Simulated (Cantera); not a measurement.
MgO + CH4 + H2 (carbothermic reduction)

Feed: 1 mol MgO, 5.2 mol CH4, 0.58 mol H2, held at 902 °C.

These are equilibrium values from Cantera (NASA tables, ideal gas, pure condensed phases), not measurements of a reactor. Candidate condensed phases: C, C6H6, C7H8, C8H18, H2O, Mg, MgCO3, MgO, Mg(OH)2; 116 gas species. The numbers say what is thermodynamically allowed, not how fast it happens.

```csv
P (Pa),log p H2,log p CH4,log p CO,log p Mg,log p C2H6,log p H,n C(graphite),n MgO(s)
10,-4.01,-9.73,-6.12,-6.12,<-16,-8.91,5.11,0.915
42,-3.38,-8.47,-6.12,-6.12,<-15,-8.60,5.18,0.980
180,-2.75,-7.21,-6.12,-6.12,<-14,-8.28,5.19,0.995
750,-2.13,-5.97,-6.12,-6.12,-12.99,-7.97,5.20,0.999
3200,-1.50,-4.71,-6.12,-6.12,-11.10,-7.66,5.19,1.000
13000,-0.89,-3.49,-6.12,-6.12,-9.28,-7.36,5.17,1.000
56000,-0.26,-2.23,-6.12,-6.11,-7.39,-7.04,5.09,1.000
240000,0.36,-0.99,-6.13,-6.10,-5.53,-6.73,4.76,1.000
1000000,0.93,0.15,-6.17,-6.06,-3.82,-6.44,3.84,1.000
```
log p: log10 of the partial pressure in bar; n: condensed amount in mol.

From 10.0 Pa to 10.0 bar the condensed part is C(graphite) + MgO(s). The main Mg-bearing gas is Mg throughout.
